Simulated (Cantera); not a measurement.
**Si3N4 + HCl + H2 + F2 (nitride etching)**

Input: 1 mol Si3N4, a varied amount of HCl, 15 mol H2, 1.3 mol F2, held at 10.0 Torr.

These are equilibrium values from Cantera (NASA tables, ideal gas, pure condensed phases), not measurements of a reactor. Candidate condensed phases: NH4Cl, Si, Si3N4; 49 gas species. The tables' values for SiCl3, SiF2, SiF3 are old estimates. Equilibrium is a limit: real reactors are often held back by kinetics, nucleation or transport.

Stable condensed phases:

```
T in K \ n(HCl) in mol
         3.4 4.5 6.2 8.3  11  15  21  28  38
   2073    A   A   A   B   B   B   B   B   B
   1998    A   A   A   B   B   B   B   B   B
   1923    A   A   A   B   B   B   B   B   B
   1848    A   A   A   B   B   B   B   B   B
   1773    A   A   A   B   B   B   B   B   B
   1698    A   A   A   B   B   B   B   B   B
   1623    C   C   C   C   B   B   B   B   B
   1548    C   C   C   C   C   B   B   B   B
   1473    C   C   C   C   C   C   B   B   B
   1398    C   C   C   C   C   C   B   B   B
```

A: Si; B: gas only; C: Si3N4.
